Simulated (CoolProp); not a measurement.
Vapour-liquid equilibrium of propane (1) + R152A (2) at 315.3 K; x and y are mole fractions of (1).

Values from CoolProp's multi-fluid Helmholtz-energy mixture model, Lemmon 2009 and Outcalt 1996; pair parameters Bell 2016.

Question: Give the bubble pressure and the first vapour's composition at x = 0.575, 0.8, 0.875. Is there an azeotrope?

Answer: x = 0.575: 1608 kPa, y = 0.622; x = 0.8: 1607 kPa, y = 0.768; x = 0.875: 1570 kPa, y = 0.835. y crosses x between x = 0.65 and 0.725: the model has an azeotrope there.

The pair parameters rest on a limited set of measurements; away from them the model extrapolates.
